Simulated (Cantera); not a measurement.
## Stirred combustor or abatement burner

A perfectly stirred reactor is fed with 6.52 % CO, 8.47 % H2, 17.9 % O2, 67.1 % N2, equivalence ratio 0.42, at 3750 Torr; it is adiabatic with a 450 K inlet, and is followed from long to short residence time, starting on the burning branch (τ in s: 0.038, 0.021, 0.011, 0.0062, 0.0034, 0.0019, 0.001, 0.00057, 0.00031, 0.00017, 9.4e-05, 5.1e-05).

Cantera simulation using GRI-Mech 3.0 (53 species, 325 reactions); the numbers are that mechanism's predictions, not measurements. The hydrogen kinetics of GRI-Mech 3.0 are dated; newer H2 mechanisms differ, most at raised pressure.

```
τ (s)    T (K)      x CO      x H2   x O2   x H2O2       x H      x OH
-------  -----  --------  --------  -----  -------  --------  --------
0.038     1646  0.000334   4.76e-5  0.112  1.81e-7   2.15e-6  0.000427
0.021     1644  0.000502   7.08e-5  0.112  2.38e-7   3.80e-6  0.000510
0.011     1641  0.000781  0.000109  0.112  3.20e-7   7.13e-6  0.000620
0.0062    1637   0.00116  0.000160  0.112  4.16e-7   1.24e-5  0.000735
0.0034    1631   0.00175  0.000241  0.113  5.45e-7   2.23e-5  0.000874
0.0019    1622   0.00261  0.000357  0.113  7.09e-7   3.89e-5   0.00102
0.0010    1608   0.00410  0.000556  0.114  9.55e-7   7.10e-5   0.00120
0.00057   1589   0.00612  0.000829  0.114  1.26e-6  0.000118   0.00134
0.00031   1557   0.00964   0.00132  0.116  1.78e-6  0.000197   0.00145
0.00017   1502    0.0158   0.00228  0.119  2.82e-6  0.000304   0.00141
9.4e-5     450    0.0652    0.0847  0.179   <1e-12    <1e-12    <1e-12
5.1e-5     450    0.0652    0.0847  0.179   <1e-12    <1e-12    <1e-12
```
x: mole fraction; the columns are a selection and need not sum to one.
